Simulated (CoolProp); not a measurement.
Saturation properties of fluorine (Tc = 144.4 K, pc = 52.40 bar, ω = 0.045).

Computed with CoolProp (reference Helmholtz-energy equation of state, de Reuck 1990).

| T (K) | p (bar) | liquid density (kg/m³) | enthalpy of vaporisation (kJ/kg) | liquid cp (kJ/(kg K)) | surface tension (mN/m) |
|---|---|---|---|---|---|
| 96.8 | 3.270 | ___ | 162.2 | 1.565 | 10.3 |
| 100.6 | 4.486 | 1385 | 157.6 | 1.590 | 9.31 |
| 104.5 | 6.052 | 1353 | 152.6 | 1.621 | 8.31 |
| 108.3 | ___ | 1320 | 147.3 | 1.659 | 7.35 |
| 112.1 | 10.19 | 1286 | 141.6 | 1.706 | 6.42 |
| 116 | 12.97 | 1249 | 135.1 | 1.770 | 5.49 |
| 119.8 | 16.16 | 1210 | 128.1 | 1.852 | 4.61 |
| 123.6 | 19.88 | 1167 | 120.3 | 1.967 | ___ |
| 127.4 | 24.17 | 1120 | ___ | 2.136 | 2.94 |
| 131.3 | 29.24 | 1066 | 100.5 | 2.415 | ___ |

### Question
Some entries are withheld; supply them.

### Answer

- 96.8, liquid density (kg/m³): 1415
- 108.3, p (bar): 7.928
- 123.6, surface tension (mN/m): 3.76
- 127.4, enthalpy of vaporisation (kJ/kg): 111.3
- 131.3, surface tension (mN/m): 2.14

It boils at 85.0 K under 1 atm.

Surface tension comes from a separate correlation (Mulero 2012).
